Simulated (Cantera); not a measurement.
Standard-state values (1 bar) from the NASA 1993 polynomials, evaluated with Cantera. Values are per mole of reaction as written; species without (g) are pure solids or liquids, kept so even where they would boil at 1 bar.

Q: Between 300 and 1825 K, where is each reaction favourable under standard conditions?
- 2 C + 3 CuF2 → 2 CF3(g) + 3 Cu

A: 
- 2 C + 3 CuF2 → 2 CF3(g) + 3 Cu: ΔG° is 560 kJ at 300 K and 178 kJ at 1825 K; it stays positive (K < 1). ΔH° is 430 kJ and ΔS° 138 J/K at 1825 K.
